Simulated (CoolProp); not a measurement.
Vapour-liquid equilibrium of carbon dioxide (1) + 1-butene (2) at -19.35 °C; x and y are mole fractions of (1).

Computed with CoolProp (multi-fluid Helmholtz-energy mixture model, Span 1996 and Lemmon 2005; pair parameters Bell 2016).

| x | bubble pressure, mixture model (MPa) | bubble pressure, Raoult's law (MPa) | y, mixture model | y, Raoult's law |
|---|---|---|---|---|
| 0.05 | 0.1798 | 0.1566 | 0.676 | 0.641 |
| 0.125 | 0.3694 | 0.3029 | 0.847 | 0.829 |
| 0.2 | ___ | 0.4492 | 0.902 | 0.895 |
| 0.275 | 0.7378 | 0.5955 | 0.928 | 0.928 |
| 0.35 | 0.9013 | 0.7417 | 0.943 | 0.948 |
| 0.425 | 1.047 | 0.8880 | 0.954 | 0.962 |
| 0.5 | ___ | 1.034 | 0.961 | 0.971 |
| 0.575 | 1.292 | 1.181 | 0.966 | 0.979 |
| 0.65 | 1.401 | 1.327 | 0.971 | 0.984 |
| 0.725 | 1.510 | 1.473 | 0.976 | 0.989 |
| 0.8 | 1.624 | 1.619 | 0.981 | 0.993 |
| 0.875 | 1.752 | 1.766 | 0.987 | 0.996 |
| 0.95 | 1.898 | 1.912 | ___ | 0.998 |

Complete the blanks.


- 0.2, bubble pressure, mixture model (MPa): 0.5585
- 0.5, bubble pressure, mixture model (MPa): 1.176
- 0.95, y, mixture model: 0.994

The largest gap from Raoult's law is +24.3 % in bubble pressure, at x = 0.2. No azeotrope shows between x = 0.05 and 0.95.

The pair parameters rest on a limited set of measurements; away from them the model extrapolates. The gap from Raoult's law changes sign with composition, which may be real or a fault of the pair parameters; it wasn't checked against measurements.
